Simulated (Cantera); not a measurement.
# Equilibrium for thermal oxidation and active oxidation of silicon: Si + N2O + N2

A closed system holds: 1 mol Si, 1.2 mol N2O, 610 mol N2, at 825 Torr.

Equilibrium computed with Cantera from the NASA thermochemical tables; the gas is ideal and each condensed phase is pure. Candidate condensed phases: Si, SiO2, Si2N2O, Si3N4; 16 gas species. Mutual solubility and eutectic melting of coexisting phases are not modelled. The tables hold silica as quartz up to 1696 K and as liquid above; real silica turns to tridymite and cristobalite and melts near 1996 K. Equilibrium is a limit: real reactors are often held back by kinetics, nucleation or transport.

```json
[
 {"T (K)": "923", "log p N2": "0.04", "log p SiO": "<-11", "log p NO": "<-11", "log p SiO2": "<-11", "log p O": "<-11", "log p O2": "<-11", "log p N": "<-11", "n SiO2(β-quartz)": "0.467", "n Si2N2O(s)": "0.267", "n SiO2(condensed)": "0", "n SiO2(l)": "0"},
 {"T (K)": "1023", "log p N2": "0.04", "log p SiO": "<-11", "log p NO": "<-11", "log p SiO2": "<-11", "log p O": "<-11", "log p O2": "<-11", "log p N": "<-11", "n SiO2(β-quartz)": "0.467", "n Si2N2O(s)": "0.267", "n SiO2(condensed)": "0", "n SiO2(l)": "0"},
 {"T (K)": "1123", "log p N2": "0.04", "log p SiO": "-11.57", "log p NO": "<-11", "log p SiO2": "<-11", "log p O": "<-11", "log p O2": "<-11", "log p N": "<-11", "n SiO2(β-quartz)": "0.467", "n Si2N2O(s)": "0.267", "n SiO2(condensed)": "0", "n SiO2(l)": "0"},
 {"T (K)": "1223", "log p N2": "0.04", "log p SiO": "-9.64", "log p NO": "<-11", "log p SiO2": "<-11", "log p O": "<-11", "log p O2": "<-11", "log p N": "<-11", "n SiO2(β-quartz)": "0.467", "n Si2N2O(s)": "0.267", "n SiO2(condensed)": "0", "n SiO2(l)": "0"},
 {"T (K)": "1323", "log p N2": "0.04", "log p SiO": "-8.01", "log p NO": "<-11", "log p SiO2": "<-11", "log p O": "<-11", "log p O2": "<-11", "log p N": "<-11", "n SiO2(β-quartz)": "0.467", "n Si2N2O(s)": "0.267", "n SiO2(condensed)": "0", "n SiO2(l)": "0"},
 {"T (K)": "1423", "log p N2": "0.04", "log p SiO": "-6.61", "log p NO": "<-11", "log p SiO2": "<-11", "log p O": "<-11", "log p O2": "<-11", "log p N": "<-11", "n SiO2(β-quartz)": "0.467", "n Si2N2O(s)": "0.267", "n SiO2(condensed)": "0", "n SiO2(l)": "0"},
 {"T (K)": "1523", "log p N2": "0.04", "log p SiO": "-5.40", "log p NO": "-11.12", "log p SiO2": "-11.36", "log p O": "<-11", "log p O2": "<-11", "log p N": "<-11", "n SiO2(β-quartz)": "0.466", "n Si2N2O(s)": "0.266", "n SiO2(condensed)": "0", "n SiO2(l)": "0"},
 {"T (K)": "1623", "log p N2": "0.04", "log p SiO": "-4.35", "log p NO": "-10.32", "log p SiO2": "-10.11", "log p O": "<-11", "log p O2": "<-11", "log p N": "-11.93", "n SiO2(β-quartz)": "0.458", "n Si2N2O(s)": "0.258", "n SiO2(condensed)": "0", "n SiO2(l)": "0"},
 {"T (K)": "1723", "log p N2": "0.04", "log p SiO": "-3.42", "log p NO": "-9.61", "log p SiO2": "-9.02", "log p O": "-11.76", "log p O2": "<-11", "log p N": "-11.04", "n SiO2(β-quartz)": "0", "n Si2N2O(s)": "0.196", "n SiO2(condensed)": "0.396", "n SiO2(l)": "0"},
 {"T (K)": "1823", "log p N2": "0.04", "log p SiO": "-2.84", "log p NO": "-8.74", "log p SiO2": "-8.05", "log p O": "-10.62", "log p O2": "<-11", "log p N": "-10.24", "n SiO2(β-quartz)": "0", "n Si2N2O(s)": "0", "n SiO2(condensed)": "0.200", "n SiO2(l)": "0"},
 {"T (K)": "1923", "log p N2": "0.04", "log p SiO": "-2.84", "log p NO": "-7.45", "log p SiO2": "-7.19", "log p O": "-9.09", "log p O2": "-11.29", "log p N": "-9.53", "n SiO2(β-quartz)": "0", "n Si2N2O(s)": "0", "n SiO2(condensed)": "0.200", "n SiO2(l)": "0"},
 {"T (K)": "2023", "log p N2": "0.04", "log p SiO": "-2.84", "log p NO": "-6.29", "log p SiO2": "-6.42", "log p O": "-7.71", "log p O2": "-9.22", "log p N": "-8.88", "n SiO2(β-quartz)": "0", "n Si2N2O(s)": "0", "n SiO2(condensed)": "0", "n SiO2(l)": "0.199"},
 {"T (K)": "2123", "log p N2": "0.04", "log p SiO": "-2.84", "log p NO": "-5.25", "log p SiO2": "-5.73", "log p O": "-6.47", "log p O2": "-7.36", "log p N": "-8.30", "n SiO2(β-quartz)": "0", "n Si2N2O(s)": "0", "n SiO2(condensed)": "0", "n SiO2(l)": "0.196"},
 {"T (K)": "2223", "log p N2": "0.04", "log p SiO": "-2.83", "log p NO": "-4.31", "log p SiO2": "-5.10", "log p O": "-5.35", "log p O2": "-5.69", "log p N": "-7.77", "n SiO2(β-quartz)": "0", "n Si2N2O(s)": "0", "n SiO2(condensed)": "0", "n SiO2(l)": "0.164"}
]
```
log p: log10 of the partial pressure in bar; n: condensed amount in mol.

From 923 K to 1623 K the condensed part is SiO2(β-quartz) + Si2N2O(s). At 1723 K the condensed part is SiO2(condensed) + Si2N2O(s). From 1823 K to 1923 K the condensed part is SiO2(condensed). From 2023 K to 2223 K the condensed part is SiO2(l).
